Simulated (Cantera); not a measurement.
A perfectly stirred reactor is fed with CH4 : H2O : H2 = 1 : 1.2 : 0.73 (molar parts), at 0.540 bar; it is held at 2000 K, and followed from long to short residence time.

Model: GRI-Mech 3.0 (53 species, 325 reactions), integrated in Cantera.

**Question.** Predict: x(CH4) at τ = 0.460 s; x(H2O) at τ = 0.460 s; x(H2) at τ = 0.460 s; x(CH2CO) at τ = 0.460 s; x(CO) at τ = 0.460 s; x(CH4) at τ = 32.0 ms; x(H2O) at τ = 32.0 ms; x(H2) at τ = 32.0 ms; x(CH2CO) at τ = 32.0 ms; x(CO) at τ = 32.0 ms.

**Answer.** 
```
Quantity                  Result
-----------------------  -------
x(CH4) at τ = 0.460 s    0.00624
x(H2O) at τ = 0.460 s     0.0709
x(H2) at τ = 0.460 s       0.730
x(CH2CO) at τ = 0.460 s  4.48e-6
x(CO) at τ = 0.460 s       0.174
x(CH4) at τ = 32.0 ms     0.0213
x(H2O) at τ = 32.0 ms      0.166
x(H2) at τ = 32.0 ms       0.651
x(CH2CO) at τ = 32.0 ms  3.64e-5
x(CO) at τ = 32.0 ms       0.102
```
